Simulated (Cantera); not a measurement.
# Adiabatic ignition

An adiabatic, constant-pressure homogeneous reactor starts with CO : H2 : CH4 : O2 : N2 = 1 : 0.23 : 1.2 : 5.29 : 19.9 (molar parts), at 1050 K and 5.00 bar.

Computed with Cantera and GRI-Mech 3.0 (53 species, 325 reactions).

```json
[
 {"t (s)": "3.00e-6", "T (K)": "1050", "x CO": "0.0362", "x H2": "0.00833", "x CH4": "0.0434", "x NO": "<1e-12", "x CH2CO": "<1e-12", "x HCO": "<1e-12", "x C2H4": "<1e-12"},
 {"t (s)": "1.04e-5", "T (K)": "1050", "x CO": "0.0362", "x H2": "0.00833", "x CH4": "0.0434", "x NO": "<1e-12", "x CH2CO": "<1e-12", "x HCO": "<1e-12", "x C2H4": "<1e-12"},
 {"t (s)": "3.60e-5", "T (K)": "1050", "x CO": "0.0362", "x H2": "0.00833", "x CH4": "0.0434", "x NO": "<1e-12", "x CH2CO": "<1e-12", "x HCO": "<1e-12", "x C2H4": "<1e-12"},
 {"t (s)": "0.000125", "T (K)": "1050", "x CO": "0.0362", "x H2": "0.00833", "x CH4": "0.0434", "x NO": "<1e-12", "x CH2CO": "<1e-12", "x HCO": "<1e-12", "x C2H4": "<1e-12"},
 {"t (s)": "0.000433", "T (K)": "1050", "x CO": "0.0362", "x H2": "0.00833", "x CH4": "0.0434", "x NO": "<1e-12", "x CH2CO": "<1e-12", "x HCO": "<1e-12", "x C2H4": "1.41e-11"},
 {"t (s)": "0.00150", "T (K)": "1050", "x CO": "0.0362", "x H2": "0.00832", "x CH4": "0.0434", "x NO": "<1e-12", "x CH2CO": "3.70e-11", "x HCO": "1.01e-12", "x C2H4": "3.57e-9"},
 {"t (s)": "0.00520", "T (K)": "1059", "x CO": "0.0361", "x H2": "0.00812", "x CH4": "0.0427", "x NO": "<1e-12", "x CH2CO": "3.37e-8", "x HCO": "9.28e-10", "x C2H4": "6.11e-6"},
 {"t (s)": "0.0180", "T (K)": "2270", "x CO": "0.00120", "x H2": "0.000260", "x CH4": "<1e-12", "x NO": "0.00138", "x CH2CO": "<1e-12", "x HCO": "7.47e-11", "x C2H4": "<1e-12"},
 {"t (s)": "0.0624", "T (K)": "2262", "x CO": "0.00116", "x H2": "0.000251", "x CH4": "<1e-12", "x NO": "0.00548", "x CH2CO": "<1e-12", "x HCO": "6.85e-11", "x C2H4": "<1e-12"},
 {"t (s)": "0.216", "T (K)": "2256", "x CO": "0.00112", "x H2": "0.000245", "x CH4": "<1e-12", "x NO": "0.00837", "x CH2CO": "<1e-12", "x HCO": "6.44e-11", "x C2H4": "<1e-12"},
 {"t (s)": "0.749", "T (K)": "2256", "x CO": "0.00112", "x H2": "0.000245", "x CH4": "<1e-12", "x NO": "0.00851", "x CH2CO": "<1e-12", "x HCO": "6.42e-11", "x C2H4": "<1e-12"},
 {"t (s)": "2.60", "T (K)": "2256", "x CO": "0.00112", "x H2": "0.000245", "x CH4": "<1e-12", "x NO": "0.00851", "x CH2CO": "<1e-12", "x HCO": "6.42e-11", "x C2H4": "<1e-12"},
 {"t (s)": "9.00", "T (K)": "2256", "x CO": "0.00112", "x H2": "0.000245", "x CH4": "<1e-12", "x NO": "0.00851", "x CH2CO": "<1e-12", "x HCO": "6.42e-11", "x C2H4": "<1e-12"}
]
```
x: mole fraction; the columns are a selection and need not sum to one.

The time of steepest temperature rise comes out as 8.33 ms. The temperature at 9.00 s is 2256 K and the equilibrium temperature is 2256 K. The x(CO) at 9.00 s is 0.00112 (gas-phase equilibrium 0.00112) and the x(H2) at 9.00 s is 0.000245 (gas-phase equilibrium 0.000245). The x(CH4) at 9.00 s is <1e-12 (gas-phase equilibrium <1e-12).
